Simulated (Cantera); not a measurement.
Input (Python, Cantera) and output of one run.

```python
import numpy as np
import cantera as ct

gas_names = """
    N2 H2O NH3
""".split()
cond_names = """
    Ba(cr) Ba(L) BaO(s) BaO(L)
""".split()


def load(file, names, dense=False):
    # The tables refer to 1 bar. Condensed volumes are neglected.
    table = {s.name: s for s in ct.Species.list_from_file(file)}
    out = []
    for n in names:
        d = dict(table[n].input_data)
        d["thermo"] = dict(d["thermo"], **{"reference-pressure": 1e5})
        if dense:
            d["equation-of-state"] = {"model": "constant-volume", "density": "1e6 g/cm^3"}
        out.append(ct.Species.from_dict(d))
    return out


species = {s.name: s for s in load("nasa_gas.yaml", gas_names) + load("nasa_condensed.yaml", cond_names)}
# Each term lists the table entries of one substance; the one whose range holds T is used.
reactions = {
    'N2(g) + 3 Ba + 3 H2O(g) = 2 NH3(g) + 3 BaO':
        [(-1, ['N2']), (-3, ['Ba(cr)', 'Ba(L)']), (-3, ['H2O']), (2, ['NH3']), (3, ['BaO(s)', 'BaO(L)'])],
}


def pick(names, T):
    return next(species[n] for n in names if species[n].thermo.min_temp <= T <= species[n].thermo.max_temp)


results = []
for label, terms in reactions.items():
    print(label)
    print("     T/K   dH/kJ  dS/(J/K)   dG/kJ   log10 K")
    for T in [300, 1723, 1773, 1823, 1873, 1923]:
        used = [(nu, pick(names, T)) for nu, names in terms]
        dH = sum(nu * s.thermo.h(T) for nu, s in used) / 1e6
        dS = sum(nu * s.thermo.s(T) for nu, s in used) / 1e3
        dG = dH - T * dS / 1e3
        logK = -dG * 1e6 / (ct.gas_constant * T * np.log(10))
        results.append((label, T, dH, dS, dG, logK, [s.name for _, s in used]))
        print(f"{T:8g} {dH:8.1f} {dS:8.1f} {dG:8.1f} {logK:8.2f}")
```

It prints:

```
N2(g) + 3 Ba + 3 H2O(g) = 2 NH3(g) + 3 BaO
     T/K   dH/kJ  dS/(J/K)   dG/kJ   log10 K
     300  -1010.8   -343.4   -907.7   158.05
    1723  -1017.4   -349.6   -415.1    12.58
    1773  -1016.3   -349.0   -397.6    11.71
    1823  -1015.2   -348.3   -380.2    10.89
    1873  -1014.0   -347.7   -362.8    10.12
    1923  -1012.8   -347.1   -345.4     9.38
```

Source: NASA polynomial tables (part measured, part estimated), evaluated in Cantera. Condensed species are held in their standard states even where they would react or evaporate.
